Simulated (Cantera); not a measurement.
Input: 1 mol CH₄, 0.018 mol NH₃, 5 mol H₂, equilibrated at 1275 K and 5.00 bar.

These are equilibrium values from Cantera (NASA tables, ideal gas, pure condensed phases), not measurements of a reactor. The numbers say what is thermodynamically allowed, not how fast it happens.

| species | before | after |
|---|---|---|
| H₂ | 0.956 | 0.906 |
| N₂ | 0.00132 | 0.0562 |
| CH₄ | 0.0424 | 0.0380 |
| HCN | 5.78e-6 | 3.67e-5 |
| NH₃ | 2.33e-5 | 0.000140 |
| C(graphite), mol | 0.714 | 0.672 |
Gas species are given as mole fractions.

Question: Which change was made?
(A) pressure from 5.00 bar to 1.70 mbar
(B) pressure from 5.00 bar to 1.00 bar
(C) NH₃ from 0.018 to 0.97 mol
(D) temperature from 1275 K to 2448 K

Answer: C, NH₃ from 0.018 to 0.97 mol
